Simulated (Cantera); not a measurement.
A closed system holds: 1 mol FeS, 1100 mol H₂, 0.13 mol H₂O, held at 7.30 mbar.

Equilibrium computed with Cantera from the NASA thermochemical tables; the gas is ideal and each condensed phase is pure. Candidate condensed phases: Fe, FeO, Fe(OH)₂, Fe(OH)₃, FeS, FeSO₄, FeS₂, Fe₂O₃, Fe₂(SO₄)₃, Fe₃O₄, H₂O, H₂SO₄, S; 22 gas species. FeS: taken at fixed stoichiometry. The numbers say what is thermodynamically allowed, not how fast it happens.

Task: Which condensed phases are stable at each of these points (T (K)): 673, 823, 973, 1123, 1273, 1423, 1573, 1723, 1873, 2023?

Result: 
```tsv
T (K)	condensed phases	Fe condensed (%)
673	Fe(α) + FeS(s)	100.0
823	Fe(α) + FeS(s)	100.0
973	Fe(α) + FeS(s)	100.0
1123	Fe(α)	100.0
1273	Fe(γ)	100.0
1423	Fe(γ)	99.6
1573	Fe(γ)	90.1
1723	gas only	0.0
1873	gas only	0.0
2023	gas only	0.0
```

From 673 K to 973 K the condensed part is Fe(α) + FeS(s). At 1123 K the condensed part is Fe(α). From 1273 K to 1573 K the condensed part is Fe(γ). From 1723 K to 2023 K nothing is condensed.
